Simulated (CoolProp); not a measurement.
A closed Brayton cycle with carbon dioxide: compressor inlet 306.15 K and 8 MPa, high pressure 20.8 MPa, turbine inlet 690 K, compressor efficiency 0.85, turbine efficiency 0.85, recuperator effectiveness 0 (on enthalpy, no pinch check). Each further row changes one setting.

Values from CoolProp's reference Helmholtz-energy equation of state, Span 1996.

```
case                           thermal efficiency (%)  net work (kJ/kg)  compressor to turbine work  compressor exit (K)  turbine exit (K)
-----------------------------  ----------------------  ----------------  --------------------------  -------------------  ----------------
as stated                                        13.6              74.1                        0.23                335.2             591.9
turbine inlet 640 K                              13.6              65.4                        0.25                335.2             545.4
compressor inlet 316.15 K                        12.9              53.3                        0.45                389.8             591.9
high pressure 17.7 MPa                           11.6              64.2                        0.21                329.7             608.3
recuperator effectiveness 0.5                    19.2              74.1                        0.23                335.2             591.9
```
